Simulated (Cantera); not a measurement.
What does this Cantera script print?

```python
import numpy as np
import cantera as ct

gas_names = """
    Cu CuO Cu2 H HNO HNO2 HNO3 HO2 H2 H2O H2O2 N NH NH2 NH3 NH2OH NO NO2 NO3 N2 N2H2 N2H4 N2O O OH O2 O3
""".split()
cond_names = """
    Cu(cr) Cu(L) CuO(s) CuO2H2(s) Cu2O(s) Cu2O(L) H2O(s) H2O(L)
""".split()


# ... load() reads the species with a 1 bar reference pressure and builds the phases ...
atoms = {
    'CuO': {'Cu': 1, 'O': 1},
    'H2': {'H': 2},
    'N2': {'N': 2},
}
top_T = {'CuO(s)': 1390}  # K; cautious upper limits of use, not melting points


# ... equilibrate(T, P, feed) seeds the gas with the atoms and calls Mixture.equilibrate('TP', solver="vcs", rtol=1e-11, max_steps=5000) ...
results = []
feed = {'CuO': 1, 'H2': 4, 'N2': 25}  # mol
T = 1525  # K
P = 100000  # Pa
mix = equilibrate(T, P, feed)
results.append((T, P, feed, dict(zip(mix.species_names, mix.species_moles))))
print(gas.report(threshold=0.001))
for i in range(1, mix.n_phases):
    print(f"{mix.phase(i).name:16s} {mix.phase_moles(i):12.5e} mol")
```

Output:

```
       temperature   1525 K
          pressure   1e+05 Pa
           density   0.19701 kg/m^3
  mean mol. weight   24.98 kg/kmol
   phase of matter   gas

                          1 kg             1 kmol
                     ---------------   ---------------
          enthalpy        1.2426e+06         3.104e+07  J
   internal energy        7.3502e+05        1.8361e+07  J
           entropy            9615.9        2.4021e+05  J/K
    Gibbs function       -1.3422e+07       -3.3527e+08  J
 heat capacity c_p            1402.6             35038  J/K
 heat capacity c_v            1069.8             26724  J/K

                      mass frac. Y      mole frac. X     chem. pot. / RT
                     ---------------   ---------------   ---------------
                H2          0.008348           0.10344            -20.92
               H2O          0.024868          0.034482           -48.786
                N2           0.96675           0.86206           -26.211
     [  +24 minor]        3.3252e-05        2.1913e-05

Cu(L)             9.99639e-01 mol
Cu2O(L)           0.00000e+00 mol
```

Equilibrium computed with Cantera from the NASA thermochemical tables; the gas is ideal and each condensed phase is pure.
